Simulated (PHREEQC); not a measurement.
# Brine (model solution)

Solution (25 °C): 0.16 mol KCl, 0.19 mol MgSO4 and 0.00013 mol KBr per kg of water. Closed to the air; pH follows from the charge balance.

All values are PHREEQC results (ion-association model, phreeqc.dat), not measurements.

Each row changes one thing in this solution. Precipitation was switched off in this run.

```csv
case,pH,ionic strength (mol/kgw),K+ (mol/kgw),Mg+2 (mol/kgw),MgOH+ (mol/kgw)
as made,6.67,0.511,0.145,0.0954,6.59e-7
MgSO4 from 0.19 to 0.038 mol/kgw,6.78,___,___,0.0270,2.51e-7
diluted 10-fold with water,6.84,0.0645,0.0155,0.0124,1.72e-7
0.0022 mol/kgw CO2 added,___,0.511,0.145,0.0954,5.75e-9
MgSO4 replaced by MgBr2 at the same molality,6.33,___,0.160,0.190,5.93e-7
KCl left out,6.72,0.326,0.000115,___,6.56e-7
```

Problem. What belongs in the gaps?

Solution. 
- MgSO4 from 0.19 to 0.038 mol/kgw, ionic strength (mol/kgw): 0.257
- MgSO4 from 0.19 to 0.038 mol/kgw, K+ (mol/kgw): 0.154
- 0.0022 mol/kgw CO2 added, pH: 4.62
- MgSO4 replaced by MgBr2 at the same molality, ionic strength (mol/kgw): 0.730
- KCl left out, Mg+2 (mol/kgw): 0.0813

The ionic strength passes 0.7 mol/kgw, the rough limit of the ion-association models, in MgSO4 replaced by MgBr2 at the same molality.
